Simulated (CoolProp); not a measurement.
1-butene along the isotherm 525 K: density (kg/m³) from the reference equation and from simpler models built on Tc = 419.3 K, pc = 4.006 MPa, ω = 0.192; each cubic takes its own stable root.

Values from CoolProp's reference Helmholtz-energy equation of state, Lemmon 2005. It is a short technical equation, of lower accuracy than the large ones.

```tsv
p (MPa)	phase	reference
0.91	gas	12.16
1.82	gas	25.33
2.73	gas	39.70
3.64	gas	55.43
4.55	supercritical	72.72
5.46	supercritical	91.71
6.37	supercritical	112.4
7.28	supercritical	134.8
8.19	supercritical	158.3
9.1	supercritical	182.2
10	supercritical	205.4
```

How far does each simpler model (Redlich-Kwong, Soave-Redlich-Kwong, Peng-Robinson) lie from the reference over these 11 states: mean and median of the absolute difference, and the worst?


- Redlich-Kwong: mean 1.5 %, median 1.5 %, worst +2.7 % at 525 K and 7.28 MPa
- Soave-Redlich-Kwong: mean 3.6 %, median 3.0 %, worst -8.4 % at 525 K and 10 MPa
- Peng-Robinson: mean 1.1 %, median 1.0 %, worst -2.7 % at 525 K and 10 MPa
